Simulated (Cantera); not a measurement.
Feed: 1 mol CuO, a varied amount of C, 3 mol H2, at 1723.15 K and 0.280 bar.

These are equilibrium values from Cantera (NASA tables, ideal gas, pure condensed phases), not measurements of a reactor. Candidate condensed phases: C, C6H6, C7H8, C8H18, Cu, CuO, Cu(OH)2, Cu2O, H2O; 113 gas species. Kinetics and transport are ignored.

Which condensed phases are stable at each of these points (n(C) (mol)): 0.64, 0.9, 1.3, 1.8, 2.5, 3.6, 5, 7.1?


```json
[
 {"n(C) (mol)": "0.64", "condensed phases": "Cu(l)", "Cu condensed (%)": "99.7"},
 {"n(C) (mol)": "0.9", "condensed phases": "Cu(l)", "Cu condensed (%)": "99.7"},
 {"n(C) (mol)": "1.3", "condensed phases": "C(graphite) + Cu(l)", "Cu condensed (%)": "99.7"},
 {"n(C) (mol)": "1.8", "condensed phases": "C(graphite) + Cu(l)", "Cu condensed (%)": "99.7"},
 {"n(C) (mol)": "2.5", "condensed phases": "C(graphite) + Cu(l)", "Cu condensed (%)": "99.7"},
 {"n(C) (mol)": "3.6", "condensed phases": "C(graphite) + Cu(l)", "Cu condensed (%)": "99.7"},
 {"n(C) (mol)": "5", "condensed phases": "C(graphite) + Cu(l)", "Cu condensed (%)": "99.7"},
 {"n(C) (mol)": "7.1", "condensed phases": "C(graphite) + Cu(l)", "Cu condensed (%)": "99.7"}
]
```

From 0.64 mol C to 0.9 mol C the condensed part is Cu(l). From 1.3 mol C to 7.1 mol C the condensed part is C(graphite) + Cu(l).
